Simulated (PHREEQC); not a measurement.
Dissolve 0.0089 mol CaSO4, 0.0011 mol CO2 and 0.063 mol KCl per kg of water at 25 °C. Closed to the air; pH follows from the charge balance.

Equilibrium calculation in PHREEQC: ion-association model, phreeqc.dat.

```json
[
 {"quantity": "pH", "before": "4.69", "after": "7.02"},
 {"quantity": "ionic strength (mol/kgw)", "before": "0.0912", "after": "0.0912"},
 {"quantity": "Ca+2 (mol/kgw)", "before": "0.00758", "after": "0.00758"},
 {"quantity": "SO4-2 (mol/kgw)", "before": "0.00651", "after": "0.00652"},
 {"quantity": "CaSO4 (mol/kgw)", "before": "0.00132", "after": "0.00133"},
 {"quantity": "HSO4- (mol/kgw)", "before": "6.30e-6", "after": "2.94e-8"},
 {"quantity": "SI of Gypsum (CaSO4:2H2O)", "before": "-0.54", "after": "-0.54"}
]
```

Task: Which change was made?
(A) KCl left out
(B) CO2 left out
(C) CO2 from 0.0011 to 0.00165 mol/kgw
(D) diluted 10-fold with water

Result: B, CO2 left out

No solid was allowed to form.
